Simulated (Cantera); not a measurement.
Cantera run:

```python
import numpy as np
import cantera as ct

gas_names = """
    H HO2 H2 H2O H2O2 O OH O2 O3 Si SiH SiH2 SiH3 SiH4 SiO SiO2 Si2 Si3
""".split()
cond_names = """
    H2O(s) H2O(L) Si(cr) Si(L) SiO2(Lqz) SiO2(hqz) SiO2(L)
""".split()


def load(file, names, dense=False):
    # The tables refer to 1 bar. Condensed volumes are neglected.
    table = {s.name: s for s in ct.Species.list_from_file(file)}
    out = []
    for n in names:
        d = dict(table[n].input_data)
        d["thermo"] = dict(d["thermo"], **{"reference-pressure": 1e5})
        if dense:
            d["equation-of-state"] = {"model": "constant-volume", "density": "1e6 g/cm^3"}
        out.append(ct.Species.from_dict(d))
    return out


gas = ct.Solution(thermo="ideal-gas", species=load("nasa_gas.yaml", gas_names))
cond = {s.name: ct.Solution(thermo="fixed-stoichiometry", species=[s], name=s.name)
        for s in load("nasa_condensed.yaml", cond_names, dense=True)}
atoms = {
    'Si': {'Si': 1},
    'O2': {'O': 2},
    'H2': {'H': 2},
}
top_T = {}  # K; cautious upper limits of use, not melting points


def equilibrate(T, P, feed):
    n = {}
    for name, mol in feed.items():
        for a, k in atoms[name].items():
            n[a] = n.get(a, 0.0) + k * mol
    gas.TPX = T, P, n
    mass = sum(n.values()) * gas.mean_molecular_weight
    gas.equilibrate("TP")
    valid = [c for c in cond.values() if c.min_temp <= T <= top_T.get(c.name, c.max_temp)]
    mix = ct.Mixture([(gas, mass / gas.mean_molecular_weight)] + [(c, 0.0) for c in valid])
    mix.T, mix.P = T, P
    mix.equilibrate("TP", solver="vcs", rtol=1e-11, max_steps=5000)
    return mix


results = []
feed = {'Si': 1, 'O2': 1.4, 'H2': 120}  # mol
T = 1800  # K
P = 1333.22  # Pa
mix = equilibrate(T, P, feed)
results.append((T, P, feed, dict(zip(mix.species_names, mix.species_moles))))
x = sorted(zip(gas.X, gas.species_names), reverse=True)
print(f"T = {T:g} K  P = {P:g} Pa  gas = {mix.phase_moles(0):.4g} mol")
print("   x: " + "  ".join(f"{s} {v:.3e}" for v, s in x if v > 0.001))
print("   condensed (mol): " + ("  ".join(f"{mix.phase(i).name} {mix.phase_moles(i):.4g}"
      for i in range(1, mix.n_phases) if mix.phase_moles(i) > 1e-12) or "none"))
```

Result:

```
T = 1800 K  P = 1333.22 Pa  gas = 121.2 mol
   x: H2 9.738e-01  H2O 1.485e-02  SiO 8.251e-03  H 3.060e-03
   condensed (mol): none
```

Equilibrium computed with Cantera from the NASA thermochemical tables; the gas is ideal and each condensed phase is pure.
